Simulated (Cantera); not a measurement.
## Equilibrium for carbon deposition, reforming and gasification: C2H5OH + CO2

A closed system holds: 1 mol C2H5OH, 1.6 mol CO2, equilibrated at 133 Pa.

Equilibrium computed with Cantera from the NASA thermochemical tables; the gas is ideal and each condensed phase is pure. Candidate condensed phases: C, C6H6, C7H8, C8H18, H2O; 110 gas species. Kinetics and transport are ignored.

From 1373 K to 2573 K nothing is condensed. The main C-bearing gas is CO throughout.

```json
[
 {"T (K)": "1373", "x CO": "0.511", "x H2": "0.398", "x H": "5.76e-5", "x H2O": "0.0560", "x CO2": "0.0349", "x O": "1.93e-11", "x OH": "1.45e-7"},
 {"T (K)": "1523", "x CO": "0.516", "x H2": "0.393", "x H": "0.000397", "x H2O": "0.0611", "x CO2": "0.0298", "x O": "1.65e-9", "x OH": "1.90e-6"},
 {"T (K)": "1673", "x CO": "0.519", "x H2": "0.388", "x H": "0.00194", "x H2O": "0.0647", "x CO2": "0.0261", "x O": "6.30e-8", "x OH": "1.56e-5"},
 {"T (K)": "1823", "x CO": "0.520", "x H2": "0.382", "x H": "0.00733", "x H2O": "0.0671", "x CO2": "0.0234", "x O": "1.32e-6", "x OH": "8.97e-5"},
 {"T (K)": "1973", "x CO": "0.518", "x H2": "0.370", "x H": "0.0225", "x H2O": "0.0682", "x CO2": "0.0213", "x O": "1.76e-5", "x OH": "0.000393"},
 {"T (K)": "2123", "x CO": "0.510", "x H2": "0.345", "x H": "0.0577", "x H2O": "0.0669", "x CO2": "0.0197", "x O": "0.000164", "x OH": "0.00139"},
 {"T (K)": "2273", "x CO": "0.491", "x H2": "0.298", "x H": "0.126", "x H2O": "0.0613", "x CO2": "0.0183", "x O": "0.00116", "x OH": "0.00401"},
 {"T (K)": "2423", "x CO": "0.460", "x H2": "0.229", "x H": "0.232", "x H2O": "0.0472", "x CO2": "0.0159", "x O": "0.00614", "x OH": "0.00906"},
 {"T (K)": "2573", "x CO": "0.420", "x H2": "0.148", "x H": "0.362", "x H2O": "0.0241", "x CO2": "0.0107", "x O": "0.0211", "x OH": "0.0132"}
]
```
x: gas mole fraction; nothing condenses.
